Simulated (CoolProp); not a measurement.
Properties of C3F8 (R218) along the isobar 2840 kPa (Tc = 345.0 K, pc = 2640 kPa, ω = 0.317).

Values from CoolProp's reference Helmholtz-energy equation of state, Lemmon 2006. It is a short technical equation, of lower accuracy than the large ones.

| T (K) | phase | viscosity (µPa s) | fugacity coefficient |
|---|---|---|---|
| 281.6 | liquid | 233 | 0.1866 |
| 288.9 | liquid | 209 | 0.2249 |
| 296.1 | liquid | 188 | 0.2667 |
| 303.4 | liquid | 169 | 0.3130 |
| 310.6 | liquid | 151 | 0.3623 |
| 317.8 | liquid | 134 | 0.4146 |
| 325.1 | liquid | 117 | 0.4702 |
| 332.3 | liquid | 100 | 0.5266 |
| 339.6 | liquid | 82.1 | 0.5843 |
| 346.8 | supercritical | 54.6 | 0.6390 |
| 354.1 | supercritical | 24.0 | 0.6766 |
| 361.3 | supercritical | 21.7 | 0.7032 |
| 368.5 | supercritical | 20.7 | 0.7259 |
| 375.8 | supercritical | 20.2 | 0.7462 |

Viscosity comes from a separate model (Huber 2003), an estimate that may be off by 10 % or more.
